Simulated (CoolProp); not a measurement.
Saturation properties of R1234ze(Z) (Tc = 423.3 K, pc = 3.531 MPa, ω = 0.327).

Computed with CoolProp (reference Helmholtz-energy equation of state, Akasaka 2019).

| T (K) | p (MPa) | vapour density (kg/m³) | liquid cp (kJ/(kg K)) |
|---|---|---|---|
| 324.1 | 0.4018 | 19.45 | 1.357 |
| 331.6 | 0.4956 | 23.96 | 1.385 |
| 339.1 | 0.6053 | 29.32 | 1.415 |
| 346.6 | 0.7324 | 35.67 | 1.448 |
| 354.1 | 0.8788 | 43.18 | 1.485 |
| 361.6 | 1.046 | 52.10 | 1.528 |
| 369.1 | 1.237 | 62.72 | 1.579 |
| 376.6 | 1.452 | 75.45 | 1.642 |
| 384.1 | 1.695 | 90.88 | 1.723 |
| 391.6 | 1.968 | 109.9 | 1.835 |
| 399.1 | 2.273 | 133.9 | 2.004 |
| 406.6 | 2.614 | 165.7 | 2.301 |
| 414.1 | 2.996 | 212.1 | 3.025 |

It boils at 282.9 K under 1 atm.
